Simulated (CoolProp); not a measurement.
Values from CoolProp's reference Helmholtz-energy equation of state, McLinden 2015.

Problem. For the fluoroketone C6F12O (FK-5-1-12), give the phase and the Z, cp (kJ/(kg K)), cv (kJ/(kg K)), speed of sound (m/s) at 226.85 °C and 112 bar; 226.85 °C and 187 bar.

Solution. 
- 226.85 °C and 112 bar: supercritical; Z 0.802, cp 1.26, cv 1.06, speed of sound 221
- 226.85 °C and 187 bar: supercritical; Z 1.20, cp 1.22, cv 1.06, speed of sound 306
